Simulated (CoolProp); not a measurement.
The numbers come from the reference Helmholtz-energy equation of state, Platzer 1990 in CoolProp. This equation is an older, rougher fit.

Q: For CF4 (R14), give the phase and the cp (kJ/(kg K)), cv (kJ/(kg K)) at 275.4 K and 1.01 bar; 488.8 K and 1.01 bar.

A: 
- 275.4 K and 1.01 bar: gas; cp 0.662, cv 0.565
- 488.8 K and 1.01 bar: gas; cp 0.900, cv 0.805
